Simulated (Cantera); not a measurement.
Cantera run:

```python
import numpy as np
import cantera as ct

gas_names = """
    H HO2 H2 H2O H2O2 H2S H2SO4 Mg MgH MgO MgOH MgO2H2 MgS Mg2 O OH O2 O3 S SH SO SO2 SO3 S2 S2O S8
""".split()
cond_names = """
    H2O(s) H2O(L) H2SO4(L) Mg(cr) Mg(L) MgO(s) MgO(L) MgO2H2(s) MgS(s) MgSO4(s) MgSO4(L) S(cr1) S(cr2)
    S(L)
""".split()


# ... load() reads the species with a 1 bar reference pressure and builds the phases ...
atoms = {
    'MgSO4': {'Mg': 1, 'S': 1, 'O': 4},
    'H2O': {'H': 2, 'O': 1},
}
top_T = {'MgS(s)': 2250}  # K; cautious upper limits of use, not melting points


# ... equilibrate(T, P, feed) seeds the gas with the atoms and calls Mixture.equilibrate('TP', solver="vcs", rtol=1e-11, max_steps=5000) ...
results = []
feed = {'MgSO4': 1, 'H2O': 1.9}  # mol
P = 100000  # Pa
for T in [675, 825, 975, 1125, 1275, 1425, 1575, 1725, 1875, 2025]:
    mix = equilibrate(T, P, feed)
    results.append((T, P, feed, dict(zip(mix.species_names, mix.species_moles))))

top = {s: max(r[3][s] / sum(r[3][g] for g in gas_names) for r in results) for s in gas_names}
cols = sorted((s for s in top if top[s] > 1e-05), key=lambda s: -top[s])[:6]
seen = [c for c in cond_names if any(r[3].get(c, 0) > 1e-12 for r in results)]
print("log10 of partial pressures in bar; condensed amounts in mol")
print(f"{'T/K':>10s}" + "".join(f"{s[:9]:>10s}" for s in cols + seen))
for T, P, feed, n in results:
    ng = sum(n[g] for g in gas_names)
    print(f"{T:10.4g}" + "".join(f"{np.log10(max(n[s] / ng * P / 1e5, 1e-99)):10.3f}" for s in cols)
          + "".join(f"{n.get(c, 0):10.4g}" for c in seen))
```

Output:

```
log10 of partial pressures in bar; condensed amounts in mol
       T/K       H2O       SO2        O2       SO3        OH        H2    MgO(s)  MgSO4(s)
       675    -0.000   -10.040   -10.116   -12.368   -12.878   -11.201 2.362e-10         1
       825    -0.000    -6.389    -6.690    -8.391    -9.741    -9.453 7.843e-07         1
       975    -0.000    -3.935    -4.236    -5.665    -7.547    -8.273 0.0002251    0.9998
      1125    -0.005    -2.155    -2.456    -3.691    -5.943    -7.395   0.01384    0.9862
      1275    -0.118    -0.812    -1.113    -2.205    -4.775    -6.820    0.4002    0.5998
      1425    -0.251    -0.539    -0.840    -2.212    -4.071    -6.013         1         0
      1575    -0.252    -0.535    -0.836    -2.539    -3.502    -5.142         1         0
      1725    -0.253    -0.534    -0.835    -2.810    -3.033    -4.421         1         0
      1875    -0.254    -0.533    -0.836    -3.038    -2.639    -3.813         1         0
      2025    -0.256    -0.533    -0.837    -3.232    -2.304    -3.296    0.9999         0
```

Method: chemical equilibrium by Gibbs-energy minimisation in Cantera with the NASA 1993 tables (ideal gas, pure condensed phases). Mutual solubility and eutectic melting of coexisting phases are not modelled.
